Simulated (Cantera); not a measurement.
# C6H6 + CO2 + N2 (carbon deposition, reforming and gasification)

Charge: 1 mol C6H6, 0.025 mol CO2, 3.5 mol N2, equilibrated at 62.3 Torr.

Equilibrium computed with Cantera from the NASA thermochemical tables; the gas is ideal and each condensed phase is pure. Candidate condensed phases: C, C6H6, C7H8, C8H18, H2O; 136 gas species. The numbers say what is thermodynamically allowed, not how fast it happens.

From 1375 K to 2725 K the condensed part is C(graphite). The main C-bearing gas is CO at 1375 K and HCN at 2725 K.

| T (K) | log p N2 | log p H2 | log p H | log p HCN | n C(graphite) |
|---|---|---|---|---|---|
| 1375 | -1.35 | -1.42 | -6.18 | -4.78 | 5.97 |
| 1525 | -1.35 | -1.42 | -5.34 | -4.29 | 5.97 |
| 1675 | -1.35 | -1.42 | -4.65 | -3.88 | 5.96 |
| 1825 | -1.35 | -1.42 | -4.07 | -3.55 | 5.95 |
| 1975 | -1.36 | -1.43 | -3.58 | -3.27 | 5.93 |
| 2125 | -1.36 | -1.43 | -3.16 | -3.03 | 5.89 |
| 2275 | -1.37 | -1.45 | -2.79 | -2.82 | 5.82 |
| 2425 | -1.37 | -1.47 | -2.48 | -2.65 | 5.73 |
| 2575 | -1.39 | -1.50 | -2.21 | -2.52 | 5.61 |
| 2725 | -1.41 | -1.56 | -1.99 | -2.41 | 5.46 |
log p: log10 of the partial pressure in bar; n: condensed amount in mol.
